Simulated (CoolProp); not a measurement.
Ethane at 293.15 K and 2.36 MPa is compressed adiabatically to 12.7 MPa with isentropic efficiency 0.75. Each further row changes one setting.

Computed with CoolProp (reference Helmholtz-energy equation of state, Bücker 2006).

```csv
case,work (kJ/kg),final temperature (K),final density (kg/m³)
as stated,153,(withheld),153
efficiency 1,114,404.4,165
efficiency 0.65,(withheld),(withheld),146
```

Problem. What belongs in the gaps?

Solution. 
- as stated, final temperature (K): 415.7
- efficiency 0.65, work (kJ/kg): 176
- efficiency 0.65, final temperature (K): 422.9
